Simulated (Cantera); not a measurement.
Charge: 1 mol MgCl2, 2 mol H2O, 2.1 mol N2, held at 1248.15 K and 100 Torr.

Cantera equilibrium calculation (NASA polynomials, part measured and part estimated; ideal gas, pure solids and liquids). Candidate condensed phases: H2O, Mg, MgCl2, MgO, Mg(OH)2, NH4Cl; 38 gas species. The numbers say what is thermodynamically allowed, not how fast it happens.

Base state: N2 0.412, HCl 0.391, H2O 0.197, MgCl2 0.000450, Cl 6.53e-5, H2 4.31e-5 (mole fractions); condensed: MgO(s).

### Question
What changes in the equilibrium state with this change: MgCl2 replaced by CaF2?

### Answer
| species | before | after |
|---|---|---|
| N2 | 0.412 | 0.511 |
| H2O | 0.197 | 0.485 |
| HF | 0 | 0.00326 |
| HCl | 0.391 | 0 |
| MgCl2 | 0.000450 | 0 |
| Cl | 6.53e-5 | 0 |
| H2 | 4.31e-5 | 1.65e-5 |
| MgO(s), mol | 0.998 | 0 |
| CaF2(s), mol | 0 | 0.993 |
| CaO(s), mol | 0 | 0.00669 |
Mutual solubility and eutectic melting of coexisting phases are not modelled. Further candidate phases: Ca, CaF2, CaO, Ca(OH)2.
